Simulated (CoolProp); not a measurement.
A Linde-Hampson liquefier for carbon monoxide: isothermal reversible compression at 200 K from 1 atm to 40 MPa, throttling to 1 atm, return gas leaving the recuperator 10 K below the feed. Each further row changes one setting.

Model: reference Helmholtz-energy equation of state, Lemmon 2006, in CoolProp. It is a short technical equation, of lower accuracy than the large ones.

```
case                        liquid yield per pass  compression work (kJ/kg of gas)
--------------------------  ---------------------  -------------------------------
as stated                                   0.256                              335
high pressure 80 MPa                            ?                                ?
warm-end temperature 230 K                      ?                                ?
warm-end gap 15 K                               ?                              335
```

**Question.** What belongs in the gaps?

**Answer.** 
- high pressure 80 MPa, liquid yield per pass: 0.188
- high pressure 80 MPa, compression work (kJ/kg of gas): 402
- warm-end temperature 230 K, liquid yield per pass: 0.186
- warm-end temperature 230 K, compression work (kJ/kg of gas): 399
- warm-end gap 15 K, liquid yield per pass: 0.244
